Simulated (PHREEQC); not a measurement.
Synthetic water in mmol/kgw, 37 °C, pH 6.91, pe 8.1:

```tsv
constituent	mmol/kgw
Na	1.31
K	0.0204
Ca	0.127
Mg	0.487
Cl	0.544
S(6)	0.436
Alkalinity (meq/kgw)	1.09
Br	0.00616
```

Valence states are taken as typed.

Equilibrium calculation in PHREEQC: ion-association model, phreeqc.dat.

Problem. The ionic strength comes out as 0.00341 mol/kgw. What activity coefficients do Na+, Cl-, Mg+2, Br-, MgHCO3+ get?

Solution. Na+ 0.94, Cl- 0.94, Mg+2 0.78, Br- 0.94, MgHCO3+ 0.94.

Precipitation was switched off in this run. Away from 25 °C the constants follow the database's enthalpies or fits; those with neither stay at their 25 °C values.
